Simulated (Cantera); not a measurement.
Mixture: CH₄ : O₂ : N₂ = 1 : 1.43 : 5.37 (molar parts), equivalence ratio 1.4, at 4.40 bar, adiabatic and at constant pressure. Ignition delay is the time to a rise of 400 K.

Detailed kinetics in Cantera: GRI-Mech 3.0 (53 species, 325 reactions).

Q: What does this change do: pressure from 4.40 bar to 0.320 bar?

A: 
| quantity | before | after |
|---|---|---|
| delay at 1100 K | 53.7 ms | 0.677 s |
| delay at 1150 K | 26.6 ms | 0.298 s |
| delay at 1200 K | 13.6 ms | 0.138 s |
| delay at 1250 K | 7.20 ms | 66.1 ms |
| delay at 1300 K | 3.91 ms | 33.1 ms |
| delay at 1350 K | 2.18 ms | 17.2 ms |
| delay at 1400 K | 1.25 ms | 9.35 ms |
| apparent activation energy between 1300 and 1400 K | 170 kJ/mol | 190 kJ/mol |
